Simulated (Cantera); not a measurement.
A perfectly stirred reactor is fed with H2 : O2 : N2 = 1.2 : 1 : 1 (molar parts), at 100.0 Torr; it is held at 925 K, and followed from long to short residence time.

Detailed kinetics in Cantera: GRI-Mech 3.0 (53 species, 325 reactions). Radical loss at walls, strong at low pressure, is not modelled. Below about 950 K walls govern HO2 and H2O2 in real vessels. The temperature is held fixed by assumption; the heat of reaction is taken as removed at once.

Question: What does this change do: temperature 925 to 1323 K?

Answer: 
```tsv
quantity	before	after
x(H2) at τ = 1.60 s	0.0238	0.000273
x(O2) at τ = 1.60 s	0.164	0.154
x(NO) at τ = 1.60 s	6.23e-10	4.48e-7
x(NO2) at τ = 1.60 s	1.11e-10	1.47e-9
x(O) at τ = 1.60 s	7.72e-6	0.000115
x(H2) at τ = 36.0 ms	0.0438	0.00333
x(O2) at τ = 36.0 ms	0.172	0.154
x(NO) at τ = 36.0 ms	1.38e-8	7.09e-7
x(NO2) at τ = 36.0 ms	7.59e-11	4.33e-10
x(O) at τ = 36.0 ms	0.000184	0.00151
```

Question: What does this change do: temperature 925 to 973 K?

Answer: 
```json
[
 {"quantity": "x(H2) at τ = 1.60 s", "before": "0.0238", "after": "0.00432"},
 {"quantity": "x(O2) at τ = 1.60 s", "before": "0.164", "after": "0.156"},
 {"quantity": "x(NO) at τ = 1.60 s", "before": "6.23e-10", "after": "3.81e-9"},
 {"quantity": "x(NO2) at τ = 1.60 s", "before": "1.11e-10", "after": "3.05e-10"},
 {"quantity": "x(O) at τ = 1.60 s", "before": "7.72e-6", "after": "2.35e-5"},
 {"quantity": "x(H2) at τ = 36.0 ms", "before": "0.0438", "after": "0.0201"},
 {"quantity": "x(O2) at τ = 36.0 ms", "before": "0.172", "after": "0.162"},
 {"quantity": "x(NO) at τ = 36.0 ms", "before": "1.38e-8", "after": "3.53e-8"},
 {"quantity": "x(NO2) at τ = 36.0 ms", "before": "7.59e-11", "after": "1.28e-10"},
 {"quantity": "x(O) at τ = 36.0 ms", "before": "0.000184", "after": "0.000332"}
]
```
